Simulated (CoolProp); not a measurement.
A Linde-Hampson liquefier for CF4 (R14): isothermal reversible compression at 250 K from 1 atm to 30 MPa, throttling to 1 atm, return gas leaving the recuperator 5 K below the feed. Each further row changes one setting.

Model: reference Helmholtz-energy equation of state, Platzer 1990, in CoolProp. This equation is an older, rougher fit; its heat capacities, sound speeds and derivatives of the liquid may be far off and weren't checked against measurements.

```json
[
 {"case": "as stated", "liquid yield per pass": "[?]", "compression work (kJ/kg of gas)": "109"},
 {"case": "warm-end temperature 280 K", "liquid yield per pass": "[?]", "compression work (kJ/kg of gas)": "[?]"},
 {"case": "warm-end gap 10 K", "liquid yield per pass": "0.417", "compression work (kJ/kg of gas)": "109"}
]
```

Question: Complete the blanks.

Answer: 
- as stated, liquid yield per pass: 0.427
- warm-end temperature 280 K, liquid yield per pass: 0.334
- warm-end temperature 280 K, compression work (kJ/kg of gas): 131
